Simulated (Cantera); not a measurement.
Input (Python, Cantera) and output of one run.

```python
import numpy as np
import cantera as ct

gas_names = """
    H H2 N NH NH2 NH3 N2 N2H2 N2H4 V VN
""".split()
cond_names = """
    V(cr) V(L) VN(s)
""".split()


# ... load() reads the species with a 1 bar reference pressure and builds the phases ...
atoms = {
    'V': {'V': 1},
    'N2': {'N': 2},
    'H2': {'H': 2},
}
top_T = {'VN(s)': 2300}  # K; cautious upper limits of use, not melting points


# ... equilibrate(T, P, feed) seeds the gas with the atoms and calls Mixture.equilibrate('TP', solver="vcs", rtol=1e-11, max_steps=5000) ...
results = []
P = 10000  # Pa
for T in [1573, 1673, 1773, 1873, 1973, 2073, 2173, 2273, 2373, 2473, 2573]:
    for m in [19, 25, 33, 43, 57, 75, 98, 130, 170, 220]:
        feed = {'V': 1, 'N2': 0.49, 'H2': m}  # mol
        mix = equilibrate(T, P, feed)
        results.append((T, P, feed, dict(zip(mix.species_names, mix.species_moles))))

for T, P, feed, n in results:
    print(f"{T:7g} {feed['H2']:10.4g}  " + (" + ".join(c for c in cond_names if n.get(c, 0) > 1e-12) or "gas only"))
```

Output:

```
   1573         19  V(cr) + VN(s)
   1573         25  V(cr) + VN(s)
   1573         33  V(cr) + VN(s)
   1573         43  V(cr) + VN(s)
   1573         57  V(cr) + VN(s)
   1573         75  V(cr) + VN(s)
   1573         98  V(cr) + VN(s)
   1573        130  V(cr) + VN(s)
   1573        170  V(cr) + VN(s)
   1573        220  V(cr) + VN(s)
   1673         19  V(cr) + VN(s)
   1673         25  V(cr) + VN(s)
   1673         33  V(cr) + VN(s)
   1673         43  V(cr) + VN(s)
   1673         57  V(cr) + VN(s)
   1673         75  V(cr) + VN(s)
   1673         98  V(cr) + VN(s)
   1673        130  V(cr) + VN(s)
   1673        170  V(cr) + VN(s)
   1673        220  V(cr) + VN(s)
   1773         19  V(cr) + VN(s)
   1773         25  V(cr) + VN(s)
   1773         33  V(cr) + VN(s)
   1773         43  V(cr) + VN(s)
   1773         57  V(cr) + VN(s)
   1773         75  V(cr) + VN(s)
   1773         98  V(cr) + VN(s)
   1773        130  V(cr) + VN(s)
   1773        170  V(cr) + VN(s)
   1773        220  V(cr) + VN(s)
   1873         19  V(cr) + VN(s)
   1873         25  V(cr) + VN(s)
   1873         33  V(cr) + VN(s)
   1873         43  V(cr) + VN(s)
   1873         57  V(cr) + VN(s)
   1873         75  V(cr) + VN(s)
   1873         98  V(cr) + VN(s)
   1873        130  V(cr) + VN(s)
   1873        170  V(cr)
   1873        220  V(cr)
   1973         19  V(cr) + VN(s)
   1973         25  V(cr) + VN(s)
   1973         33  V(cr) + VN(s)
   1973         43  V(cr)
   1973         57  V(cr)
   1973         75  V(cr)
   1973         98  V(cr)
   1973        130  V(cr)
   1973        170  V(cr)
   1973        220  V(cr)
   2073         19  V(cr)
   2073         25  V(cr)
   2073         33  V(cr)
   2073         43  V(cr)
   2073         57  V(cr)
   2073         75  V(cr)
   2073         98  V(cr)
   2073        130  V(cr)
   2073        170  V(cr)
   2073        220  V(cr)
   2173         19  V(cr)
   2173         25  V(cr)
   2173         33  V(cr)
   2173         43  V(cr)
   2173         57  V(cr)
   2173         75  V(cr)
   2173         98  V(cr)
   2173        130  V(cr)
   2173        170  V(cr)
   2173        220  V(cr)
   2273         19  V(L)
   2273         25  V(L)
   2273         33  V(L)
   2273         43  V(L)
   2273         57  V(L)
   2273         75  V(L)
   2273         98  V(L)
   2273        130  V(L)
   2273        170  V(L)
   2273        220  V(L)
   2373         19  V(L)
   2373         25  V(L)
   2373         33  V(L)
   2373         43  V(L)
   2373         57  V(L)
   2373         75  V(L)
   2373         98  V(L)
   2373        130  V(L)
   2373        170  V(L)
   2373        220  V(L)
   2473         19  V(L)
   2473         25  V(L)
   2473         33  V(L)
   2473         43  V(L)
   2473         57  V(L)
   2473         75  V(L)
   2473         98  V(L)
   2473        130  V(L)
   2473        170  gas only
   2473        220  gas only
   2573         19  V(L)
   2573         25  V(L)
   2573         33  V(L)
   2573         43  V(L)
   2573         57  V(L)
   2573         75  gas only
   2573         98  gas only
   2573        130  gas only
   2573        170  gas only
   2573        220  gas only
```

Cantera equilibrium calculation (NASA polynomials, part measured and part estimated; ideal gas, pure solids and liquids). Mutual solubility and eutectic melting of coexisting phases are not modelled. VN: taken at fixed stoichiometry. Condensed phases not in the tables: V2N, N, O or C dissolved in the metal.
